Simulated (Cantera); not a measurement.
Cantera run:

```python
import numpy as np
import cantera as ct

gas_names = """
    Br Br2 N N2 Si SiBr SiBr2 SiBr3 SiBr4 SiN Si2 Si2N Si3
""".split()
cond_names = """
    Br2(cr) Br2(L) Si(cr) Si(L) Si3N4(a)
""".split()


# ... load() reads the species with a 1 bar reference pressure and builds the phases ...
atoms = {
    'Si': {'Si': 1},
    'Br2': {'Br': 2},
    'N2': {'N': 2},
}
top_T = {'Si3N4(a)': 2400}  # K; cautious upper limits of use, not melting points


# ... equilibrate(T, P, feed) seeds the gas with the atoms and calls Mixture.equilibrate('TP', solver="vcs", rtol=1e-11, max_steps=5000) ...
results = []
feed = {'Si': 1, 'Br2': 0.51, 'N2': 31}  # mol
T = 598  # K
P = 5700  # Pa
mix = equilibrate(T, P, feed)
results.append((T, P, feed, dict(zip(mix.species_names, mix.species_moles))))
x = sorted(zip(gas.X, gas.species_names), reverse=True)
print(f"T = {T:g} K  P = {P:g} Pa  gas = {mix.phase_moles(0):.4g} mol")
print("   x: " + "  ".join(f"{s} {v:.3e}" for v, s in x if v > 0.001))
print("   condensed (mol): " + ("  ".join(f"{mix.phase(i).name} {mix.phase_moles(i):.4g}"
      for i in range(1, mix.n_phases) if mix.phase_moles(i) > 1e-12) or "none"))
```

Output:

```
T = 598 K  P = 5700 Pa  gas = 30.76 mol
   x: N2 9.917e-01  SiBr4 8.290e-03
   condensed (mol): Si3N4(a) 0.2483
```

These are equilibrium values from Cantera (NASA tables, ideal gas, pure condensed phases), not measurements of a reactor. N2 is the only nitrogen source here; it is nearly inert below about 1500 K, so the nitride shown seldom forms there in practice.
